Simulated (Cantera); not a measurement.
An isothermal plug-flow reactor at 875 K and 1.20 bar (inlet), inlet velocity 2.9 m/s, active area per volume 950 1/m; feed 2.46 % H2, 16.4 % O2, 81.1 % N2, equivalence ratio 0.075.

Detailed kinetics in Cantera: Deutschmann's 1995 Pt surface mechanism with GRI-Mech 3.0 gas chemistry. Catalytic surfaces can have several steady states; this one follows from the mechanism file's or the stated starting coverage. Mass transfer to the wall is taken as infinitely fast.

Q: Predict: x(H2) at z = 0.0053 m; x(O2) at z = 0.0053 m; x(H2O) at z = 0.0053 m; θ(free Pt) at the exit; θ(O*) at the exit; θ(OH*) at the exit.

A: 
| Quantity | Value |
|---|---|
| x(H2) at z = 0.0053 m | 0.000120 |
| x(O2) at z = 0.0053 m | 0.154 |
| x(H2O) at z = 0.0053 m | 0.0248 |
| θ(free Pt) at the exit | 0.0659 |
| θ(O*) at the exit | 0.931 |
| θ(OH*) at the exit | 0.00317 |
